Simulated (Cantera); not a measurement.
A closed system holds: 1 mol Si₃N₄, 0.59 mol CO₂, 4.2 mol N₂, at 1925 K and 13.0 Pa.

Method: chemical equilibrium by Gibbs-energy minimisation in Cantera with the NASA 1993 tables (ideal gas, pure condensed phases). Candidate condensed phases: C, Si, SiC, SiO₂, Si₂N₂O, Si₃N₄; 34 gas species. Mutual solubility and eutectic melting of coexisting phases are not modelled. The tables' values for SiN are old estimates; treat these amounts as uncertain. Equilibrium is a limit: real reactors are often held back by kinetics, nucleation or transport.

Base state: N₂ 0.723, Si 0.134, SiO 0.113, CO 0.0246, Si₂C 0.00264, Si₂ 0.00115, Si₂N 0.000574, SiN 0.000407 (mole fractions); condensed: Si(l) + SiC(s).

Task: What changes in the equilibrium state with this change: temperature from 1925 K to 2125 K?

Result: 
```
species        before     after
-----------  --------  --------
N₂              0.723     0.634
Si              0.134     0.243
SiO             0.113    0.0610
CO             0.0246    0.0598
Si₃          0.000256   2.23e-5
Si₂N         0.000574   9.28e-5
Si₂C          0.00264  0.000603
Si₂           0.00115  0.000608
SiC₂          6.50e-6   1.15e-5
Si(l), mol      0.443         0
SiC(s), mol     0.357         0
```
